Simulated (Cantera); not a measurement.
Charge: 1 mol SiH₂Cl₂, 2.2 mol NH₃, 0.11 mol H₂, held at 0.100 bar.

Method: chemical equilibrium by Gibbs-energy minimisation in Cantera with the NASA 1993 tables (ideal gas, pure condensed phases). Candidate condensed phases: NH₄Cl, Si, Si₃N₄; 28 gas species. Rates play no part. All values below are at 475 °C.

Base state: H₂ 0.638, HCl 0.245, N₂ 0.0914, SiCl₄ 0.0250, NH₃ 8.06e-5, SiHCl₃ 2.86e-5 (mole fractions); condensed: Si₃N₄(s).

Q: What changes in the equilibrium state with this change: NH₃ from 2.2 to 11 mol?

A: 
```json
[
 {"species": "H₂", "before": "0.638", "after": "0.709"},
 {"species": "N₂", "before": "0.0914", "after": "0.206"},
 {"species": "HCl", "before": "0.245", "after": "0.0847"},
 {"species": "SiCl₄", "before": "0.0250", "after": "0.000168"},
 {"species": "SiHCl₃", "before": "2.86e-5", "after": "6.17e-7"},
 {"species": "NH₃", "before": "8.06e-5", "after": "0.000142"},
 {"species": "Si₃N₄(s), mol", "before": "0.285", "after": "0.332"}
]
```
